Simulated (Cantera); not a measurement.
Premixed flame

A freely propagating, adiabatic, planar premixed flame of 9.25 % CH₄, 19.1 % O₂, 71.7 % N₂, unburnt at 523 K and 0.967 atm; unity-Lewis-number transport, grid criteria slope 0.08 and curve 0.16, no radiation.

Detailed kinetics in Cantera: GRI-Mech 3.0 (53 species, 325 reactions). Unity Lewis numbers drop preferential diffusion, which matters most where H2 and H carry the flame. Burning velocities carry a grid error of a few per cent, more on coarse grids.

| z (mm) | T (K) | u (m/s) | x CH₄ | x O₂ | x HCO | x C₂H₄ | x NO | x H |
|---|---|---|---|---|---|---|---|---|
| -1.23 | 523 | 0.737 | 0.0925 | 0.191 | <1e-8 | 1.45e-7 | <1e-8 | <1e-8 |
| -0.818 | 527 | 0.742 | 0.0923 | 0.190 | <1e-8 | 1.64e-6 | 3.32e-8 | <1e-8 |
| -0.614 | 539 | 0.760 | 0.0915 | 0.189 | <1e-8 | 6.98e-6 | 1.43e-7 | <1e-8 |
| -0.409 | 613 | 0.865 | 0.0867 | 0.182 | <1e-8 | 3.99e-5 | 8.60e-7 | 1.08e-8 |
| -0.205 | 996 | 1.42 | 0.0604 | 0.143 | 9.66e-8 | 0.000217 | 5.43e-6 | 1.38e-5 |
| -0.102 | 1390 | 2.01 | 0.0315 | 0.0995 | 6.59e-6 | 0.000359 | 1.09e-5 | 0.000340 |
| 0 | 1786 | 2.62 | 0.00505 | 0.0513 | 5.45e-5 | 0.000151 | 1.87e-5 | 0.00454 |
| 0.102 | 1922 | 2.82 | 0.000146 | 0.0309 | 6.84e-6 | 3.12e-6 | 2.66e-5 | 0.00914 |
| 0.205 | 1969 | 2.88 | 2.23e-6 | 0.0262 | 2.02e-7 | 2.17e-8 | 3.14e-5 | 0.00954 |
| 0.409 | 2033 | 2.96 | <1e-8 | 0.0230 | 4.66e-8 | <1e-8 | 3.77e-5 | 0.00796 |
| 0.818 | 2111 | 3.05 | <1e-8 | 0.0201 | 2.49e-8 | <1e-8 | 4.78e-5 | 0.00528 |
| 1.64 | 2189 | 3.15 | <1e-8 | 0.0171 | 1.12e-8 | <1e-8 | 6.52e-5 | 0.00301 |
| 3.27 | 2252 | 3.22 | <1e-8 | 0.0144 | <1e-8 | <1e-8 | 9.49e-5 | 0.00168 |
x: mole fraction of selected species; z is measured from the peak of heat release.

```
Property                     Result
------------------------  ---------
laminar burning velocity  73.7 cm/s
thermal thickness          0.409 mm
peak x(HCO)                 5.45e-5
peak x(C₂H₄)               0.000365
peak x(H)                   0.00962
grid points                     131
```
